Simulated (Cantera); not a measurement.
A freely propagating, adiabatic, planar premixed flame of CH₄ : H₂ : O₂ : N₂ = 1 : 0.1 : 1.71 : 6.42 (molar parts), equivalence ratio 1.2, unburnt at 500 K and 0.444 atm; mixture-averaged transport, grid criteria slope 0.08 and curve 0.16, no radiation.

Cantera simulation using GRI-Mech 3.0 (53 species, 325 reactions); the numbers are that mechanism's predictions, not measurements. Burning velocities carry a grid error of a few per cent, more on coarse grids.

### Question
Predict: laminar burning velocity; thermal thickness; peak x(HCN); peak x(OH); peak x(HO₂).

### Answer
| Quantity | Result |
|---|---|
| laminar burning velocity | 111 cm/s |
| thermal thickness | 0.687 mm |
| peak x(HCN) | 1.19e-5 |
| peak x(OH) | 0.00821 |
| peak x(HO₂) | 0.000135 |
